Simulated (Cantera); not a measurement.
A closed system holds: 1 mol CH₃F, 0.078 mol CH₄.

These are equilibrium values from Cantera (NASA tables, ideal gas, pure condensed phases), not measurements of a reactor. Candidate condensed phases: C, C₆H₆, C₇H₈, C₈H₁₈; 95 gas species. The numbers say what is thermodynamically allowed, not how fast it happens.

Stable condensed phases, one row left out:

```
T in K \ P in Pa
              1    3.2     10     32    100    320   1000   3200  10000  32000 100000
   3500       A      A      A      A      A      A      A      A      A      A      B
   3350       A      A      A      A      A      A      A      A      A      B      B
   3200       A      A      A      A      A      A      A      B      B      B      B
   3050       A      A      A      A      A      A      B      B      B      B      B
   2900       A      A      A      A      A      B      B      B      B      B      B
   2750       A      A      A      B      B      B      B      B      B      B      B
   2600       A      B      B      B      B      B      B      B      B      B      B
   2300       B      B      B      B      B      B      B      B      B      B      B
   2150       B      B      B      B      B      B      B      B      B      B      B
```

A: gas only; B: C.

Problem. Give the row for 2450 K.

Solution. 1: C; 3.2: C; 10: C; 32: C; 100: C; 320: C; 1000: C; 3200: C; 10000: C; 32000: C; 100000: C.
